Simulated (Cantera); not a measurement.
A Cantera script and what it prints.

```python
import numpy as np
import cantera as ct

gas_names = [...]  # 123 gases of nasa_gas.yaml made of C, H, O, Si
cond_names = """
    C(gr) C6H6(L) C7H8(L) C8H18(L),n-octa H2O(s) H2O(L) Si(cr) Si(L) SiC(b) SiO2(Lqz) SiO2(hqz) SiO2(L)
""".split()


# ... load() reads the species with a 1 bar reference pressure and builds the phases ...
atoms = {
    'SiC': {'Si': 1, 'C': 1},
    'H2O': {'H': 2, 'O': 1},
    'H2': {'H': 2},
}
top_T = {'C(gr)': 4500, 'SiC(b)': 3050}  # K; cautious upper limits of use, not melting points


# ... equilibrate(T, P, feed) seeds the gas with the atoms and calls Mixture.equilibrate('TP', solver="vcs", rtol=1e-11, max_steps=5000) ...
results = []
feed = {'SiC': 1, 'H2O': 0.24, 'H2': 7.3}  # mol
T = 950  # K
P = 1333.22  # Pa
mix = equilibrate(T, P, feed)
results.append((T, P, feed, dict(zip(mix.species_names, mix.species_moles))))
print(gas.report(threshold=0.001))
for i in range(1, mix.n_phases):
    print(f"{mix.phase(i).name:16s} {mix.phase_moles(i):12.5e} mol")
```

Output:

```
       temperature   950 K
          pressure   1333.2 Pa
           density   0.00034555 kg/m^3
  mean mol. weight   2.0472 kg/kmol
   phase of matter   gas

                          1 kg             1 kmol
                     ---------------   ---------------
          enthalpy        9.3044e+06        1.9048e+07  J
   internal energy        5.4462e+06         1.115e+07  J
           entropy             98131         2.009e+05  J/K
    Gibbs function        -8.392e+07        -1.718e+08  J
 heat capacity c_p             14751             30200  J/K
 heat capacity c_v             10690             21885  J/K

                      mass frac. Y      mole frac. X     chem. pot. / RT
                     ---------------   ---------------   ---------------
               CH4          0.017433         0.0022247            -44.85
                H2           0.98255           0.99777           -21.699
     [ +121 minor]        1.8906e-05        1.3925e-06

C(gr)             1.03248e-01 mol
Si(cr)            0.00000e+00 mol
SiC(b)            8.80005e-01 mol
SiO2(hqz)         1.19995e-01 mol
```

Method: chemical equilibrium by Gibbs-energy minimisation in Cantera with the NASA 1993 tables (ideal gas, pure condensed phases).
